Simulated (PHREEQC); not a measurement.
# Acid mine or pickling water

Model water analysis in mg/L, 25 °C, pH 4.06, pe 11.1: Na 1560; K 247; Ca 152; Mg 120; Cl 481; S(6) as SO4 3880; Cu(2) 14.2.

Cl is adjusted to close the charge balance.
Valence states are taken as typed.

The numbers come from PHREEQC with the ion-association model, phreeqc.dat.

Precipitation was switched off in this run.

Question: What ionic strength, density, specific conductance does the model give?

Answer: ionic strength 0.117 mol/kgw; density 1.003 g/cm³; specific conductance 7740 µS/cm.

Question: In which forms is S present?

Answer: SO4-2 79 %, NaSO4- 9.0 %, MgSO4 6.2 %, CaSO4 4.0 %, KSO4- 1.1 % of the S.
